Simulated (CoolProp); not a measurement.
R124 along the isotherm -71.15 °C: Z from the reference equation and from simpler models built on Tc = 122.3 °C, pc = 36.24 bar, ω = 0.288; each cubic takes its own stable root.

Computed with CoolProp (reference Helmholtz-energy equation of state, de Vries 1995).

| p (bar) | phase | reference | van der Waals | Redlich-Kwong | Soave-Redlich-Kwong |
|---|---|---|---|---|---|
| 1.15 | liquid | 0.005701 | 0.9545 | 0.006423 | 0.006261 |
| 1.93 | liquid | 0.009567 | 0.01599 | 0.01078 | 0.01051 |
| 3.26 | liquid | 0.01616 | 0.02700 | 0.01820 | 0.01774 |
| 5.51 | liquid | 0.02730 | 0.04558 | 0.03075 | 0.02998 |
| 9.3 | liquid | 0.04606 | 0.07681 | 0.05186 | 0.05058 |
| 15.7 | liquid | 0.07771 | 0.1293 | 0.08744 | 0.08531 |
| 26.5 | liquid | 0.1310 | 0.2173 | 0.1473 | 0.1438 |
| 44.7 | liquid | 0.2206 | 0.3641 | 0.2477 | 0.2420 |
| 75.4 | liquid | 0.3710 | 0.6081 | 0.4156 | 0.4067 |
| 127 | liquid | 0.6219 | 1.010 | 0.6946 | 0.6810 |
| 215 | liquid | 1.045 | 1.679 | 1.162 | 1.143 |
| 362 | liquid | 1.739 | 2.765 | 1.928 | 1.902 |

At some of these states van der Waals gives the other phase, because its saturation line lies elsewhere.
